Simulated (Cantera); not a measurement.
A freely propagating, adiabatic, planar premixed flame of CH4 : H2 : O2 : N2 = 1 : 0.84 : 3.14 : 11.8 (molar parts), equivalence ratio 0.77, unburnt at 723 K and 5.13 atm; mixture-averaged transport, grid criteria slope 0.08 and curve 0.16, no radiation.

Detailed kinetics in Cantera: GRI-Mech 3.0 (53 species, 325 reactions). Burning velocities carry a grid error of a few per cent, more on coarse grids.

Question: How do the results move with these cheaper or finer settings: unity-Lewis-number transport; multicomponent transport; multicomponent+Soret transport; grid criteria slope 0.5, curve 1; grid criteria slope 0.25, curve 0.5; grid criteria slope 0.03, curve 0.06?

Answer: 
```tsv
setting	laminar burning velocity	thermal thickness	peak x(C2H)	grid points	grid points
as above	127 cm/s	0.0789 mm	5.96e-8	127	127
unity-Lewis-number transport	128 cm/s	0.0707 mm	6.88e-8	131	131
multicomponent transport	128 cm/s	0.0793 mm	6.10e-8	127	127
multicomponent+Soret transport	125 cm/s	0.0798 mm	5.72e-8	127	127
grid criteria slope 0.5, curve 1	140 cm/s	0.0888 mm	5.89e-8	34	34
grid criteria slope 0.25, curve 0.5	132 cm/s	0.0818 mm	5.82e-8	58	58
grid criteria slope 0.03, curve 0.06	126 cm/s	0.0776 mm	6.05e-8	363	363
```
The base run took very roughly 13 core-seconds.
Unity Lewis numbers drop preferential diffusion, which matters most where H2 and H carry the flame; Soret adds thermal diffusion.
